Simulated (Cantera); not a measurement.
Gas mixture: N₂O : NO = 0.46 : 0.22 (molar parts), at 0.150 Torr, frozen composition.

Cantera's kinetic-theory transport with the Lennard-Jones parameters of GRI-Mech 3.0, ideal gas; thermal conductivity in the mixture-averaged form. The composition is frozen, though it would react at the higher temperatures.

D: mixture-averaged diffusion coefficient of that species in the mixture.

| T (K) | ρ (kg/m³) | cp (J/kg/K) | μ (µPa s) | λ (mW/m/K) | Pr | D (cm²/s) CH₄ | D (cm²/s) CO₂ | D (cm²/s) N₂ |
|---|---|---|---|---|---|---|---|---|
| 400 | 0.000237 | 977.2 | 20.4 | 27.5 | 0.725 | 1580 | 1060 | 1440 |
| 650 | 0.000146 | 1109 | … | … | 0.730 | … | … | … |
| 900 | 0.000106 | 1199 | 38.0 | 62.0 | 0.735 | 6500 | 4520 | 5810 |
| 1150 | 8.26e-5 | 1253 | 45.0 | 77.0 | 0.733 | 9840 | 6880 | 8780 |
| 1400 | 6.78e-5 | 1291 | … | … | 0.732 | … | … | … |
| 1650 | 5.76e-5 | 1321 | 57.4 | 104 | 0.732 | 18000 | 12700 | 16000 |
| 1900 | 5.00e-5 | 1343 | 62.9 | 116 | 0.732 | 22800 | 16000 | 20300 |
| 2150 | 4.42e-5 | 1360 | 68.2 | 127 | 0.731 | 28000 | 19700 | 24900 |

Task: Complete the blanks.

Result: 
- 650, μ (µPa s): 30.0
- 650, λ (mW/m/K): 45.6
- 650, D (cm²/s) CH₄: 3720
- 650, D (cm²/s) CO₂: 2560
- 650, D (cm²/s) N₂: 3350
- 1400, μ (µPa s): 51.4
- 1400, λ (mW/m/K): 90.8
- 1400, D (cm²/s) CH₄: 13700
- 1400, D (cm²/s) CO₂: 9610
- 1400, D (cm²/s) N₂: 12200
